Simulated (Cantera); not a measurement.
A closed system holds: 1 mol SiH2Cl2, 29 mol N2, equilibrated at 24.8 Torr.

Method: chemical equilibrium by Gibbs-energy minimisation in Cantera with the NASA 1993 tables (ideal gas, pure condensed phases). Candidate condensed phases: NH4Cl, Si, Si3N4; 28 gas species. N2 is the only nitrogen source here; it is nearly inert below about 1500 K, so the nitride shown seldom forms there in practice. The tables' values for SiCl3 are old estimates; treat these amounts as uncertain. Kinetics and transport are ignored.

log p: log10 of the partial pressure in bar; n: condensed amount in mol.

```json
[
 {"T (°C)": "625", "log p N2": "-1.51", "log p HCl": "-2.83", "log p H2": "-3.45", "log p SiCl2": "-9.75", "log p SiCl4": "-3.75", "n Si3N4(s)": "0.279"},
 {"T (°C)": "725", "log p N2": "-1.51", "log p HCl": "-2.81", "log p H2": "-3.49", "log p SiCl2": "…", "log p SiCl4": "-3.79", "n Si3N4(s)": "0.284"},
 {"T (°C)": "825", "log p N2": "-1.51", "log p HCl": "-2.80", "log p H2": "-3.52", "log p SiCl2": "-6.80", "log p SiCl4": "-3.83", "n Si3N4(s)": "0.287"},
 {"T (°C)": "925", "log p N2": "-1.51", "log p HCl": "-2.79", "log p H2": "-3.55", "log p SiCl2": "-5.71", "log p SiCl4": "-3.87", "n Si3N4(s)": "0.289"},
 {"T (°C)": "1025", "log p N2": "-1.51", "log p HCl": "-2.79", "log p H2": "-3.56", "log p SiCl2": "…", "log p SiCl4": "…", "n Si3N4(s)": "0.287"},
 {"T (°C)": "1125", "log p N2": "-1.51", "log p HCl": "-2.80", "log p H2": "-3.54", "log p SiCl2": "-4.09", "log p SiCl4": "-4.12", "n Si3N4(s)": "0.273"},
 {"T (°C)": "1225", "log p N2": "-1.51", "log p HCl": "-2.84", "log p H2": "-3.44", "log p SiCl2": "-3.62", "log p SiCl4": "-4.56", "n Si3N4(s)": "0.237"}
]
```

Q: Fill in the missing entries.

A: 
- 725, log p SiCl2: -8.12
- 1025, log p SiCl2: -4.80
- 1025, log p SiCl4: -3.94
